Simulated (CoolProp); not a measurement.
Octamethyltrisiloxane (MDM) at several states: Z from the reference equation and from simpler models built on Tc = 565.4 K, pc = 1.438 MPa, ω = 0.528; each cubic takes its own stable root.

Model: reference Helmholtz-energy equation of state, Thol 2017, in CoolProp.

```csv
T (K),p (MPa),phase,reference
524.3,0.112,gas,0.9642
555.3,0.172,gas,0.9557
351.8,4.46,liquid,0.4689
536.9,0.381,gas,0.8799
```

Question: How far does each simpler model (Soave-Redlich-Kwong, Peng-Robinson) lie from the reference over these 4 states: mean and median of the absolute difference, and the worst?

Answer: 
- Soave-Redlich-Kwong: mean 2.4 %, median 0.1 %, worst +9.4 % at 351.8 K and 4.46 MPa
- Peng-Robinson: mean 1.2 %, median 0.8 %, worst -2.6 % at 351.8 K and 4.46 MPa
